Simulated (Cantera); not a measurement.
Input: 1 mol B2H6, 0.083 mol O2, held at 1675 K and 13300 Pa.

Method: chemical equilibrium by Gibbs-energy minimisation in Cantera with the NASA 1993 tables (ideal gas, pure condensed phases). The feed counts by its element totals alone. The tables' values for BH2 are old estimates; treat these amounts as uncertain. Rates play no part.

| species | before | after |
|---|---|---|
| H2 | 0.956 | 0.927 |
| HBO | 0.0345 | 0.0510 |
| B2O2 | 0.00606 | 0.0137 |
| B2O3 | 0.00116 | 0.00394 |
| B3O3H3 | 0.000665 | 0.00216 |
| HBO2 | 0.000814 | 0.00181 |
| BO | 0.000231 | 0.000348 |
| H2O | 3.26e-5 | 4.75e-5 |
| BH2 | 4.77e-5 | 4.62e-5 |
| B(s), mol | 1.84 | 0.833 |
| B2O3(l), mol | 0 | 0.435 |
Gas species are given as mole fractions.

Question: What was changed between the two runs?
A) O2 from 0.083 to 0.81 mol
B) O2 from 0.083 to 5.1 mol
C) temperature from 1675 K to 1200 K
D) temperature from 1675 K to 1848 K

Answer: A, O2 from 0.083 to 0.81 mol. Mutual solubility and eutectic melting of coexisting phases are not modelled
